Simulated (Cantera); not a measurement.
Charge: 1 mol Fe2O3, 3.1 mol CO, a varied amount of C, held at 4880 Torr.

These are equilibrium values from Cantera (NASA tables, ideal gas, pure condensed phases), not measurements of a reactor. Candidate condensed phases: C, Fe, Fe(CO)5, FeO, Fe2O3, Fe3O4; 15 gas species. Each liquid is taken as pure. Iron dissolves carbon and melts from about 1420 K in contact with it, which pure phases cannot show. Mutual solubility and eutectic melting of coexisting phases are not modelled. The tables' stoichiometric FeO is somewhat more stable than real wüstite, so its field is too wide. FeO: taken at fixed stoichiometry. Condensed phases not in the tables: cementite and carbon dissolved in iron. The numbers say what is thermodynamically allowed, not how fast it happens.

Stable condensed phases, one row left out:

```
T in K \ n(C) in mol
         0.63  1.2  1.8  2.3  2.9  3.4    4  4.6  5.1  5.7  6.3  6.8
   2525     A    B    B    B    C    D    D    D    D    D    D    D
   2450     A    B    B    B    C    D    D    D    D    D    D    D
   2375     A    B    B    B    C    D    D    D    D    D    D    D
   2300     A    B    B    B    C    D    D    D    D    D    D    D
   2225     A    B    B    B    C    D    D    D    D    D    D    D
   2150     A    B    B    B    C    D    D    D    D    D    D    D
   2075     A    B    B    B    C    D    D    D    D    D    D    D
   2000     A    B    B    B    C    D    D    D    D    D    D    D
   1925     A    B    B    B    C    D    D    D    D    D    D    D
   1775     B    B    B    B    C    D    D    D    D    D    D    D
   1700     B    B    B    B    C    D    D    D    D    D    D    D
   1625     B    B    B    C    C    D    D    D    D    D    D    D
   1550     B    B    B    C    C    D    D    D    D    D    D    D
```

A: FeO; B: Fe + FeO; C: Fe; D: C + Fe.

Task: Give the row for 1850 K.

Result: 0.63: Fe + FeO; 1.2: Fe + FeO; 1.8: Fe + FeO; 2.3: Fe + FeO; 2.9: Fe; 3.4: C + Fe; 4: C + Fe; 4.6: C + Fe; 5.1: C + Fe; 5.7: C + Fe; 6.3: C + Fe; 6.8: C + Fe.
